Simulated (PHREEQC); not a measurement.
A column of 0.5 m (30 cells, dispersivity 0.018 m, 300 s a shift, diffusion coefficient 3e-10 m²/s) holds 0.049 eq of the database's cation exchanger X per kg of pore water, first in equilibrium with 2 mmol/kgw Na2SO4, 0.78 mmol/kgw NaCl, 0.37 mmol/kgw MgCl2 and 0.01 mmol/kgw HCl. It is flushed with 0.002 mol/kgw Na2SO4, 0.045 mol/kgw MgCl2 and 1e-05 mol/kgw HCl, at 40 °C. Values are for the last cell. The system is closed to CO2. Precipitation was switched off in this run.

The numbers come from PHREEQC with the ion-association model, phreeqc.dat.

```csv
pore volumes,Mg in solution (mol/kgw),Cl in solution (mol/kgw),Na in solution (mol/kgw),NaX on the exchanger (mol/kgw)
0,0.000370,0.00153,0.00478,0.00604
0.4167,0.000375,0.00157,0.00481,0.00604
0.6833,0.00182,0.0101,0.0104,0.00573
1.083,0.0269,0.0606,0.0108,0.00151
1.483,0.0419,0.0853,0.00553,0.000623
1.883,0.0446,0.0895,0.00423,0.000462
2.15,0.0449,0.0899,0.00406,0.000442
2.55,0.0450,0.0900,0.00401,0.000436
2.95,0.0450,0.0900,0.00400,0.000435
3.35,0.0450,0.0900,0.00400,0.000435
3.617,0.0450,0.0900,0.00400,0.000435
4.017,0.0450,0.0900,0.00400,0.000435
```

Constants without temperature data keep their 25 °C values here.
